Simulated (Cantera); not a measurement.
# Stirred combustor or abatement burner

A perfectly stirred reactor is fed with CO : H2 : CH4 : O2 : N2 : H2O = 1 : 0.065 : 0.49 : 0.945 : 3.55 : 1.7 (molar parts), equivalence ratio 1.6, at 500000 Pa; it is adiabatic with a 750 K inlet, and is followed from long to short residence time, starting on the burning branch (τ in s: 0.047, 0.023, 0.011, 0.0054, 0.0026, 0.0013, 0.00061, 0.0003, 0.00014, 7e-05, 3.4e-05, 1.6e-05).

Cantera simulation using GRI-Mech 3.0 (53 species, 325 reactions); the numbers are that mechanism's predictions, not measurements.

```json
[
 {"τ (s)": "0.047", "T (K)": "1997", "x CO": "0.0887", "x H2": "0.0555", "x CH4": "0.000417", "x HO2": "4.66e-8", "x N2O": "1.75e-9", "x OH": "0.000128"},
 {"τ (s)": "0.023", "T (K)": "1997", "x CO": "0.0884", "x H2": "0.0547", "x CH4": "0.000692", "x HO2": "9.32e-8", "x N2O": "2.15e-9", "x OH": "0.000139"},
 {"τ (s)": "0.011", "T (K)": "1996", "x CO": "0.0879", "x H2": "0.0535", "x CH4": "0.00108", "x HO2": "1.91e-7", "x N2O": "2.84e-9", "x OH": "0.000155"},
 {"τ (s)": "0.0054", "T (K)": "1993", "x CO": "0.0877", "x H2": "0.0519", "x CH4": "0.00154", "x HO2": "3.85e-7", "x N2O": "4.01e-9", "x OH": "0.000178"},
 {"τ (s)": "0.0026", "T (K)": "1986", "x CO": "0.0880", "x H2": "0.0499", "x CH4": "0.00204", "x HO2": "8.06e-7", "x N2O": "6.12e-9", "x OH": "0.000211"},
 {"τ (s)": "0.0013", "T (K)": "1973", "x CO": "0.0892", "x H2": "0.0477", "x CH4": "0.00252", "x HO2": "1.67e-6", "x N2O": "9.54e-9", "x OH": "0.000254"},
 {"τ (s)": "0.00061", "T (K)": "1947", "x CO": "0.0925", "x H2": "0.0447", "x CH4": "0.00316", "x HO2": "3.93e-6", "x N2O": "1.62e-8", "x OH": "0.000306"},
 {"τ (s)": "0.00030", "T (K)": "1892", "x CO": "0.0996", "x H2": "0.0401", "x CH4": "0.00435", "x HO2": "1.04e-5", "x N2O": "2.99e-8", "x OH": "0.000322"},
 {"τ (s)": "0.00014", "T (K)": "750", "x CO": "0.129", "x H2": "0.00839", "x CH4": "0.0632", "x HO2": "3.61e-12", "x N2O": "<1e-12", "x OH": "<1e-12"},
 {"τ (s)": "7.0e-5", "T (K)": "750", "x CO": "0.129", "x H2": "0.00839", "x CH4": "0.0632", "x HO2": "1.57e-12", "x N2O": "<1e-12", "x OH": "<1e-12"},
 {"τ (s)": "3.4e-5", "T (K)": "750", "x CO": "0.129", "x H2": "0.00839", "x CH4": "0.0632", "x HO2": "<1e-12", "x N2O": "<1e-12", "x OH": "<1e-12"},
 {"τ (s)": "1.6e-5", "T (K)": "750", "x CO": "0.129", "x H2": "0.00839", "x CH4": "0.0632", "x HO2": "<1e-12", "x N2O": "<1e-12", "x OH": "<1e-12"}
]
```
x: mole fraction; the columns are a selection and need not sum to one.
